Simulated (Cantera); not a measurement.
Input: 1 mol borazine, 32 mol H₂, 0.12 mol N₂, 0.14 mol NH₃, at 2073 K and 133 Pa.

These are equilibrium values from Cantera (NASA tables, ideal gas, pure condensed phases), not measurements of a reactor. Candidate condensed phases: B, BN; 15 gas species. The feed counts by its element totals alone. The tables' values for BH₂ are old estimates; treat these amounts as uncertain. Kinetics and transport are ignored.

Base state: H₂ 0.887, H 0.0678, N₂ 0.0442, BH₂ 0.000622, B 0.000323, BH 1.96e-5 (mole fractions); condensed: B(s).

Question: What changes in the equilibrium state with this change: temperature from 2073 K to 2000 K?

Answer: 
```
species      before     after
---------  --------  --------
H₂            0.887     0.912
N₂           0.0442    0.0448
H            0.0678    0.0425
BH₂        0.000622  0.000427
B          0.000323   1.00e-4
BH          1.96e-5   7.99e-6
B(s), mol      2.96      2.98
```
